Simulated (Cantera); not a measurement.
# SiCl₄ + N₂ + NH₃ (silicon nitride deposition)

A closed system holds: 1 mol SiCl₄, 0.67 mol N₂, a varied amount of NH₃, equilibrated at 1200 °C and 0.0460 bar.

Equilibrium computed with Cantera from the NASA thermochemical tables; the gas is ideal and each condensed phase is pure. Candidate condensed phases: NH₄Cl, Si, Si₃N₄; 28 gas species. The tables' values for SiCl₃ are old estimates; treat these amounts as uncertain. The numbers say what is thermodynamically allowed, not how fast it happens.

From 2.8 mol NH₃ to 14 mol NH₃ the condensed part is Si₃N₄(s). The main Si-bearing gas is SiCl₂ throughout. The share of Si in condensed phases is highest at 14 mol NH₃ (94.6 %) and lowest at 2.8 mol NH₃ (61.1 %).

| n(NH₃) (mol) | x H₂ | x HCl | x N₂ | x SiCl₂ | x SiCl₄ | x SiCl₃ | x SiHCl₃ | n Si₃N₄(s) |
|---|---|---|---|---|---|---|---|---|
| 2.8 | 0.355 | 0.378 | 0.216 | 0.0251 | 0.0141 | 0.0101 | 0.00124 | 0.204 |
| 3.3 | 0.390 | 0.357 | 0.215 | 0.0203 | 0.00924 | 0.00741 | 0.000948 | 0.223 |
| 3.9 | 0.425 | 0.331 | 0.216 | 0.0160 | 0.00576 | 0.00520 | 0.000695 | 0.242 |
| 4.6 | 0.459 | 0.304 | 0.217 | 0.0124 | 0.00346 | 0.00354 | 0.000492 | 0.258 |
| 5.4 | 0.491 | 0.275 | 0.219 | 0.00948 | 0.00204 | 0.00238 | 0.000341 | 0.272 |
| 6.3 | 0.520 | 0.248 | 0.222 | 0.00722 | 0.00119 | 0.00158 | 0.000234 | 0.283 |
| 7.4 | 0.548 | 0.220 | 0.224 | 0.00536 | 0.000661 | 0.00102 | 0.000154 | 0.293 |
| 8.7 | 0.574 | 0.194 | 0.227 | 0.00394 | 0.000360 | 0.000644 | 9.99e-5 | 0.301 |
| 10 | 0.594 | 0.173 | 0.229 | 0.00301 | 0.000211 | 0.000431 | 6.80e-5 | 0.306 |
| 12 | 0.617 | 0.148 | 0.232 | 0.00210 | 0.000104 | 0.000253 | 4.07e-5 | 0.312 |
| 14 | 0.635 | 0.129 | 0.234 | 0.00155 | 5.68e-5 | 0.000160 | 2.62e-5 | 0.315 |
x: gas mole fraction; n: condensed amount in mol.
